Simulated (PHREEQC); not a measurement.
Dissolve 0.002 mol HF and 0.0015 mol H4SiO4 per kg of water at 86 °C. Closed to the air; pH follows from the charge balance.

The numbers come from PHREEQC with the ion-association model, phreeqc.dat.

```json
{
  "pH": "3.27",
  "ionic_strength": "0.000553 mol/kgw",
  "specific_conductance": "591 µS/cm",
  "total_alkalinity": "-2.00 meq/kg"
}
```

| species | molality | activity | log γ |
|---|---|---|---|
| H4SiO4 | 0.00150 | 0.00150 | 0.000 |
| HF | 0.00144 | 0.00144 | 0.000 |
| H+ | 0.000553 | 0.000537 | -0.013 |
| F- | 0.000549 | 0.000533 | -0.013 |
| HF2- | 3.33e-6 | 3.23e-6 | -0.013 |
| SiF6-2 | 4.61e-8 | 4.09e-8 | -0.052 |
| H3SiO4- | 1.86e-9 | 1.81e-9 | -0.013 |

No solid was allowed to form. Examples of supersaturated solids here: Quartz (slow to form), Chalcedony (slow to form). Others may be too. At this temperature some constants are extrapolated from 25 °C, and those without enthalpy data are left unchanged. SiF6-2 is the database's only silicon fluoride.
